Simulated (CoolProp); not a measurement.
50 sccm (0 °C, 1 atm) of nitrogen bubbles through liquid hexamethyldisiloxane (MM) at 280.9 K and leaves saturated at a total pressure of 0.0146 MPa (ideal gas phase). Each further row changes one setting.

Values from CoolProp's reference Helmholtz-energy equation of state, Thol 2016.

| case | vapour pressure (kPa) | mole fraction of vapour | delivery (mg/min) | delivery (sccm) | change of delivery for a bath 1 K warmer (%) |
|---|---|---|---|---|---|
| as stated | 2.17 | 0.149 | 63.3 | 8.74 | 7.2 |
| bath temperature 285.9 K | 2.90 | 0.198 | 89.7 | 12.4 | 7.3 |
| total pressure 0.0292 MPa | 2.17 | 0.0744 | 29.1 | 4.02 | 6.5 |
